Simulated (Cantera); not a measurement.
A perfectly stirred reactor is fed with 6.70 % CH4, 2.21 % C2H6, 1.07 % C3H8, 19.0 % O2, 71.0 % N2, equivalence ratio 1.4, at 130000 Pa; it is adiabatic with a 300 K inlet, and is followed from long to short residence time, starting on the burning branch (τ in s: 0.033, 0.017, 0.0084, 0.0042, 0.0021, 0.0011, 0.00053, 0.00027, 0.00014, 6.8e-05).

Computed with Cantera and GRI-Mech 3.0 (53 species, 325 reactions).

### Question
Predict: blow-out, bracketed by the residence times tried; x(CH4) at τ = 33.0 ms; x(C2H6) at τ = 33.0 ms; x(C3H8) at τ = 33.0 ms; x(H2) at τ = 33.0 ms; x(OH) at τ = 33.0 ms; x(CH4) at τ = 1.10 ms; x(C2H6) at τ = 1.10 ms; x(C3H8) at τ = 1.10 ms; x(H2) at τ = 1.10 ms; x(OH) at τ = 1.10 ms.

### Answer
```json
{
 "blow_out_bracketed_by_the_residence_times_tried": "burning at 0.530 ms, out at 0.270 ms",
 "x(CH4) at τ = 33.0 ms": "0.000233",
 "x(C2H6) at τ = 33.0 ms": "9.08e-7",
 "x(C3H8) at τ = 33.0 ms": "2.83e-7",
 "x(H2) at τ = 33.0 ms": "0.0557",
 "x(OH) at τ = 33.0 ms": "0.000369",
 "x(CH4) at τ = 1.10 ms": "0.000922",
 "x(C2H6) at τ = 1.10 ms": "1.90e-5",
 "x(C3H8) at τ = 1.10 ms": "5.37e-6",
 "x(H2) at τ = 1.10 ms": "0.0522",
 "x(OH) at τ = 1.10 ms": "0.000842"
}
```
